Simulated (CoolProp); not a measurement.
Values from CoolProp's reference Helmholtz-energy equation of state, Thol 2018.

Question: Give the vapour pressure (kPa), liquid density (kg/m³), vapour density (kg/m³), liquid cp (kJ/(kg K)) of saturated hydrogen chloride at -38.05, -18.15, -8.25 °C.

Answer: 
| T (°C) | p (kPa) | liquid density (kg/m³) | vapour density (kg/m³) | liquid cp (kJ/(kg K)) |
|---|---|---|---|---|
| -38.05 | 821 | 1060 | 17.4 | 1.75 |
| -18.15 | 1560 | 995 | 32.8 | 1.86 |
| -8.25 | 2070 | 959 | 43.9 | 1.94 |
